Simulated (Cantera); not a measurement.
An isothermal, constant-pressure homogeneous reactor starts with 49.8 % CH4, 39.8 % H2O, 10.4 % H2, at 1650 K and 0.533 atm.

Model: GRI-Mech 3.0 (53 species, 325 reactions), integrated in Cantera.

Q: Predict: x(CH4) at 5.00 s; x(H2O) at 5.00 s; x(H2) at 5.00 s; x(CH2CO) at 5.00 s.

A: 
| Quantity | Value |
|---|---|
| x(CH4) at 5.00 s | 0.0179 (gas-phase equilibrium 0.0100) |
| x(H2O) at 5.00 s | 0.0550 (gas-phase equilibrium 2.24e-6) |
| x(H2) at 5.00 s | 0.711 (gas-phase equilibrium 0.756) |
| x(CH2CO) at 5.00 s | 3.69e-6 (gas-phase equilibrium 1.58e-7) |
